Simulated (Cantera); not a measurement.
A freely propagating, adiabatic, planar premixed flame of CH3OH : O2 : N2 = 1 : 2.14 : 13 (molar parts), unburnt at 675 K and 430000 Pa; mixture-averaged transport, grid criteria slope 0.08 and curve 0.16, no radiation.

Computed with Cantera and GRI-Mech 3.0 (53 species, 325 reactions). GRI-Mech 3.0 was tuned for natural gas; its chemistry of methanol as a main component is partial and can be far from experiment. Burning velocities carry a grid error of a few per cent, more on coarse grids.

Predict: laminar burning velocity; thermal thickness; peak x(CO); peak x(C2H6); peak x(C2H); peak x(H2).


| Item | Result |
|---|---|
| laminar burning velocity | 23.2 cm/s |
| thermal thickness | 0.270 mm |
| peak x(CO) | 0.0204 |
| peak x(C2H6) | <1e-8 |
| peak x(C2H) | <1e-8 |
| peak x(H2) | 0.00472 |
